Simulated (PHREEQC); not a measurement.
Solution (25 °C): 0.021 mol/kgw KCl, 0.00042 mol/kgw BaCl2 and 0.00027 mol/kgw MgCl2. Closed to the air; pH follows from the charge balance.

Model: ion-association model, phreeqc.dat, run in PHREEQC.

This is a speciation only: nothing precipitates in the calculation.

Task: Predict the specific conductance.

Result: specific conductance 3000 µS/cm.
